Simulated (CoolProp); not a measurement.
Vapour-liquid equilibrium of dimethyl carbonate (1) + n-nonane (2) at 412.1 K; x and y are mole fractions of (1).

Model: multi-fluid Helmholtz-energy mixture model, Zhou 2011 and Lemmon 2006; pair parameters Bell 2016, in CoolProp.

```csv
x,"bubble pressure, mixture model (MPa)","bubble pressure, Raoult's law (MPa)","y, mixture model","y, Raoult's law"
0.05,0.1117,0.08904,0.363,0.218
0.2,0.2091,0.1362,0.695,0.569
0.35,0.2742,0.1834,0.792,0.740
0.5,0.3138,0.2306,[?],0.841
0.65,[?],0.2778,0.870,0.908
0.8,0.3615,0.3249,0.906,0.955
0.95,[?],0.3721,[?],0.990
```

Question: Fill in the missing entries.

Answer: 
- 0.5, y, mixture model: 0.838
- 0.65, bubble pressure, mixture model (MPa): 0.3398
- 0.95, bubble pressure, mixture model (MPa): 0.3822
- 0.95, y, mixture model: 0.967

The largest gap from Raoult's law is +53.5 % in bubble pressure, at x = 0.2. No azeotrope shows between x = 0.05 and 0.95.

Pair parameters are fitted to limited data, so mixtures are less certain than the pure fluids. With so large a gap from Raoult's law the liquid may split in two, which this calculation doesn't test in full.
